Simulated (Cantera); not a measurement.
B2O3 + NH3 + H2 (boron, boron nitride and boron oxide)

Feed: 1 mol B2O3, 19 mol NH3, 21 mol H2, held at 10000 Pa.

Method: chemical equilibrium by Gibbs-energy minimisation in Cantera with the NASA 1993 tables (ideal gas, pure condensed phases). Candidate condensed phases: B, BN, B2O3, B3O3H3, H2O; 39 gas species. Mutual solubility and eutectic melting of coexisting phases are not modelled. Gases not in the tables: H3BO3. The numbers say what is thermodynamically allowed, not how fast it happens.

From 1525 K to 1600 K the condensed part is BN(s) + B2O3(l). At 1675 K the condensed part is BN(s). From 1750 K to 2125 K nothing is condensed.

```json
[
 {"T (K)": "1525", "log p H2": "-1.08", "log p N2": "-1.80", "log p HBO": "-3.90", "log p HBO2": "-3.42", "log p H": "-5.17", "n BN(s)": "0.114", "n B2O3(l)": "0.771"},
 {"T (K)": "1600", "log p H2": "-1.08", "log p N2": "-1.80", "log p HBO": "-3.44", "log p HBO2": "-3.16", "log p H": "-4.81", "n BN(s)": "0.123", "n B2O3(l)": "0.534"},
 {"T (K)": "1675", "log p H2": "-1.09", "log p N2": "-1.80", "log p HBO": "-3.04", "log p HBO2": "-2.94", "log p H": "-4.48", "n BN(s)": "0.0817", "n B2O3(l)": "0"},
 {"T (K)": "1750", "log p H2": "-1.09", "log p N2": "-1.80", "log p HBO": "-2.93", "log p HBO2": "-2.99", "log p H": "-4.18", "n BN(s)": "0", "n B2O3(l)": "0"},
 {"T (K)": "1825", "log p H2": "-1.09", "log p N2": "-1.80", "log p HBO": "-2.90", "log p HBO2": "-2.98", "log p H": "-3.90", "n BN(s)": "0", "n B2O3(l)": "0"},
 {"T (K)": "1900", "log p H2": "-1.09", "log p N2": "-1.80", "log p HBO": "-2.88", "log p HBO2": "-2.99", "log p H": "-3.65", "n BN(s)": "0", "n B2O3(l)": "0"},
 {"T (K)": "1975", "log p H2": "-1.09", "log p N2": "-1.80", "log p HBO": "-2.86", "log p HBO2": "-2.99", "log p H": "-3.41", "n BN(s)": "0", "n B2O3(l)": "0"},
 {"T (K)": "2050", "log p H2": "-1.10", "log p N2": "-1.80", "log p HBO": "-2.84", "log p HBO2": "-3.00", "log p H": "-3.19", "n BN(s)": "0", "n B2O3(l)": "0"},
 {"T (K)": "2125", "log p H2": "-1.10", "log p N2": "-1.80", "log p HBO": "-2.83", "log p HBO2": "-3.02", "log p H": "-2.99", "n BN(s)": "0", "n B2O3(l)": "0"}
]
```
log p: log10 of the partial pressure in bar; n: condensed amount in mol.
